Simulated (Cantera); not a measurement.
## Equilibrium for carbon deposition, reforming and gasification: n-butane + H₂O + O₂

Charge: 1 mol n-butane, 0.042 mol H₂O, 0.075 mol O₂, at 6.38 Torr.

Method: chemical equilibrium by Gibbs-energy minimisation in Cantera with the NASA 1993 tables (ideal gas, pure condensed phases). Candidate condensed phases: C, C₆H₆, C₇H₈, C₈H₁₈, H₂O; 110 gas species. Rates play no part.

| T (K) | log p H₂ | log p CO | log p CH₄ | log p H₂O | log p CO₂ | log p H | log p C₂H₂ (acetylene) | n C(graphite) |
|---|---|---|---|---|---|---|---|---|
| 875 | -2.09 | -3.52 | -4.54 | -5.00 | -6.01 | -11.34 | -12.71 | 3.80 |
| 925 | -2.09 | -3.51 | -4.82 | -5.43 | -6.54 | -10.63 | -11.98 | 3.80 |
| 975 | -2.09 | -3.51 | -5.08 | -5.82 | -7.03 | -9.99 | -11.33 | 3.80 |
| 1025 | -2.09 | -3.51 | -5.31 | -6.17 | -7.48 | -9.40 | -10.74 | 3.81 |
| 1075 | -2.09 | -3.51 | -5.52 | -6.49 | -7.88 | -8.88 | -10.21 | 3.81 |
| 1125 | -2.09 | -3.51 | -5.71 | -6.78 | -8.25 | -8.40 | -9.73 | 3.81 |
| 1175 | -2.09 | -3.51 | -5.89 | -7.05 | -8.58 | -7.96 | -9.28 | 3.81 |
log p: log10 of the partial pressure in bar; n: condensed amount in mol.

From 875 K to 1175 K the condensed part is C(graphite). The main C-bearing gas is CO throughout.
